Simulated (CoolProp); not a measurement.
A Linde-Hampson liquefier for dry air: isothermal reversible compression at 300 K from 1 atm to 5 MPa, throttling to 1 atm, return gas leaving the recuperator 5 K below the feed. Each further row changes one setting.

Values from CoolProp's reference Helmholtz-energy equation of state, Lemmon 2000. It is a pseudo-pure fit of the blend.

```json
[
 {"case": "as stated", "liquid yield per pass": "___", "compression work (kJ/kg of gas)": "335"},
 {"case": "high pressure 10 MPa", "liquid yield per pass": "___", "compression work (kJ/kg of gas)": "394"},
 {"case": "warm-end temperature 330 K", "liquid yield per pass": "___", "compression work (kJ/kg of gas)": "___"},
 {"case": "warm-end gap 10 K", "liquid yield per pass": "0.001", "compression work (kJ/kg of gas)": "335"}
]
```

Problem. Fill in the missing entries.

Solution. 
- as stated, liquid yield per pass: 0.013
- high pressure 10 MPa, liquid yield per pass: 0.036
- warm-end temperature 330 K, liquid yield per pass: 0.008
- warm-end temperature 330 K, compression work (kJ/kg of gas): 369
